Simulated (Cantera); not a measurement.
Pyrogenic steam for wet oxidation

An isothermal, constant-pressure homogeneous reactor starts with H2 : O2 : N2 = 9 : 1 : 2.5 (molar parts), equivalence ratio 4.5, at 1273 K and 0.987 atm.

Computed with Cantera and the H2/O2 subset of GRI-Mech 3.0, which has no nitrogen chemistry. The temperature is held fixed by assumption; the heat of reaction is taken as removed at once.

| t (s) | x H2 | x O2 | x HO2 | x H2O2 | x H |
|---|---|---|---|---|---|
| 4.00e-5 | 0.686 | 0.0670 | 4.10e-5 | 7.13e-7 | 0.0197 |
| 0.000104 | 0.582 | 1.61e-6 | 2.21e-9 | 7.59e-9 | 0.0329 |
| 0.000273 | 0.601 | 8.44e-8 | 1.62e-10 | 2.17e-9 | 0.0100 |
| 0.000711 | 0.606 | 1.14e-8 | 3.23e-11 | 6.90e-10 | 0.00354 |
| 0.00186 | 0.608 | 1.86e-9 | 7.67e-12 | 2.05e-10 | 0.00131 |
| 0.00485 | 0.608 | 3.27e-10 | 1.73e-12 | 5.13e-11 | 0.000497 |
| 0.0126 | 0.609 | 5.59e-11 | <1e-12 | 1.04e-11 | 0.000190 |
| 0.0330 | 0.609 | 8.78e-12 | <1e-12 | 1.78e-12 | 7.25e-5 |
| 0.0862 | 0.609 | 1.26e-12 | <1e-12 | <1e-12 | 2.77e-5 |
| 0.225 | 0.609 | <1e-12 | <1e-12 | <1e-12 | 1.06e-5 |
| 0.587 | 0.609 | <1e-12 | <1e-12 | <1e-12 | 4.10e-6 |
| 1.53 | 0.609 | <1e-12 | <1e-12 | <1e-12 | 1.63e-6 |
| 4.00 | 0.609 | <1e-12 | <1e-12 | <1e-12 | 7.63e-7 |
x: mole fraction; the columns are a selection and need not sum to one.

Equilibrium at this temperature and pressure: H2 0.609, O2 <1e-12, HO2 <1e-12, H2O2 <1e-12, H 5.60e-7 (gas phase only).
